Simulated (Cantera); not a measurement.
A Cantera script and what it prints.

```python
import numpy as np
import cantera as ct

gas_names = """
    O2 Br2
""".split()
cond_names = """
    Mg(cr) MgBr2(s) MgO(s)
""".split()


# ... load() reads the species with a 1 bar reference pressure and builds the phases ...
species = {s.name: s for s in load("nasa_gas.yaml", gas_names) + load("nasa_condensed.yaml", cond_names)}
T = 850
g = {n: (s.thermo.h(T) - T * s.thermo.s(T)) / (ct.gas_constant * T * np.log(10)) for n, s in species.items()}
valid = cond_names  # the entries whose range holds T


def stable(la, lb):
    # potentials (over RT ln 10) of the two non-metals from log10 p(O2) and log10 p(Br2) in bar
    mu = {}
    mu["O"] = (g["O2"] + la) / 2
    mu["Br"] = (g["Br2"] + lb) / 2
    cost = {}
    for n in valid:
        c = species[n].composition
        cost[n] = (g[n] - sum(c.get(e, 0) * m for e, m in mu.items())) / c["Mg"]
    return min(cost, key=cost.get)


results = []
for lb in [0, -2.6, -5.2, -7.8, -10.4, -13, -15.6, -18.2, -20.8, -23.4, -26]:
    row = [stable(la, lb) for la in [-38, -35.5, -32.9, -30.4, -27.9, -25.3, -22.8, -20.3, -17.7, -15.2, -12.7, -10.1, -7.6, -5.1, -2.5, 0]]
    results.append(row)
    print(f"{lb:6.1f}  " + " ".join(f"{valid.index(n):x}" for n in row))
print("key: " + ", ".join(f"{i:x} {n}" for i, n in enumerate(valid)))
```

Output:

```
   0.0  1 1 1 1 1 1 1 1 1 1 1 2 2 2 2 2
  -2.6  1 1 1 1 1 1 1 1 1 2 2 2 2 2 2 2
  -5.2  1 1 1 1 1 1 1 2 2 2 2 2 2 2 2 2
  -7.8  1 1 1 1 1 2 2 2 2 2 2 2 2 2 2 2
 -10.4  1 1 1 2 2 2 2 2 2 2 2 2 2 2 2 2
 -13.0  1 2 2 2 2 2 2 2 2 2 2 2 2 2 2 2
 -15.6  2 2 2 2 2 2 2 2 2 2 2 2 2 2 2 2
 -18.2  2 2 2 2 2 2 2 2 2 2 2 2 2 2 2 2
 -20.8  2 2 2 2 2 2 2 2 2 2 2 2 2 2 2 2
 -23.4  2 2 2 2 2 2 2 2 2 2 2 2 2 2 2 2
 -26.0  2 2 2 2 2 2 2 2 2 2 2 2 2 2 2 2
key: 0 Mg(cr), 1 MgBr2(s), 2 MgO(s)
```

Standard-state values (1 bar) from the NASA 1993 polynomials, evaluated with Cantera. Not in the tables: oxide halides.
